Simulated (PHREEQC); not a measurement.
A column of 0.2 m (40 cells, dispersivity 0.007 m, 3600 s a shift, diffusion coefficient 3e-10 m²/s) holds 0.011 eq of the database's cation exchanger X per kg of pore water, first in equilibrium with 0.41 mmol/kgw NH4Cl, 26 mmol/kgw KCl and 0.01 mmol/kgw HCl. It is flushed with 0.0086 mol/kgw MgSO4, 0.0038 mol/kgw MgCl2 and 1e-05 mol/kgw HCl, at 25 °C. Values are for the last cell. CO2 from the air is kept out. Nothing may precipitate in this run.

The series has 31 steps of pore volumes, from 0 to 3.013.

Computed with PHREEQC (ion-association model, phreeqc.dat).

Task: After how many pore volumes does Mg at the outlet first reach half of its feed value?

Result: By 1.4 pore volumes.

Task: After how many pore volumes does S at the outlet first reach half of its feed value?

Result: By 1.0 pore volumes.
